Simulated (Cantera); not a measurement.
## Equilibrium for iron carbonyl, mercury and lead vapours: Pb + O2 + H2

Feed: 1 mol Pb, 0.32 mol O2, 0.13 mol H2, at 28.0 Pa.

These are equilibrium values from Cantera (NASA tables, ideal gas, pure condensed phases), not measurements of a reactor. Candidate condensed phases: H2O, Pb, PbO, PbO2, Pb3O4; 12 gas species. Kinetics and transport are ignored.

```json
[
 {"T (K)": "473", "x H2O": "1.000", "x H2": "4.42e-6", "x Pb": "<1e-12", "x PbO": "<1e-12", "n Pb(s)": "0.490", "n PbO(red)": "0.510", "n Pb(l)": "0"},
 {"T (K)": "498", "x H2O": "1.000", "x H2": "6.13e-6", "x Pb": "6.56e-12", "x PbO": "<1e-12", "n Pb(s)": "0.490", "n PbO(red)": "0.510", "n Pb(l)": "0"},
 {"T (K)": "523", "x H2O": "1.000", "x H2": "8.28e-6", "x Pb": "6.14e-11", "x PbO": "<1e-12", "n Pb(s)": "0.490", "n PbO(red)": "0.510", "n Pb(l)": "0"},
 {"T (K)": "548", "x H2O": "1.000", "x H2": "1.09e-5", "x Pb": "4.67e-10", "x PbO": "<1e-12", "n Pb(s)": "0.490", "n PbO(red)": "0.510", "n Pb(l)": "0"},
 {"T (K)": "573", "x H2O": "1.000", "x H2": "1.42e-5", "x Pb": "2.97e-9", "x PbO": "<1e-12", "n Pb(s)": "0.490", "n PbO(red)": "0.510", "n Pb(l)": "0"},
 {"T (K)": "598", "x H2O": "1.000", "x H2": "1.80e-5", "x Pb": "1.62e-8", "x PbO": "<1e-12", "n Pb(s)": "0.490", "n PbO(red)": "0.510", "n Pb(l)": "0"},
 {"T (K)": "623", "x H2O": "1.000", "x H2": "2.18e-5", "x Pb": "7.41e-8", "x PbO": "1.44e-12", "n Pb(s)": "0", "n PbO(red)": "0.510", "n Pb(l)": "0.490"},
 {"T (K)": "648", "x H2O": "1.000", "x H2": "2.60e-5", "x Pb": "3.00e-7", "x PbO": "1.19e-11", "n Pb(s)": "0", "n PbO(red)": "0.510", "n Pb(l)": "0.490"},
 {"T (K)": "673", "x H2O": "1.000", "x H2": "3.07e-5", "x Pb": "1.09e-6", "x PbO": "8.42e-11", "n Pb(s)": "0", "n PbO(red)": "0.510", "n Pb(l)": "0.490"},
 {"T (K)": "698", "x H2O": "1.000", "x H2": "3.59e-5", "x Pb": "3.63e-6", "x PbO": "5.15e-10", "n Pb(s)": "0", "n PbO(red)": "0.510", "n Pb(l)": "0.490"},
 {"T (K)": "723", "x H2O": "1.000", "x H2": "4.17e-5", "x Pb": "1.11e-5", "x PbO": "2.77e-9", "n Pb(s)": "0", "n PbO(red)": "0.510", "n Pb(l)": "0.490"}
]
```
x: gas mole fraction; n: condensed amount in mol.

From 473 K to 598 K the condensed part is Pb(s) + PbO(red). From 623 K to 723 K the condensed part is Pb(l) + PbO(red).
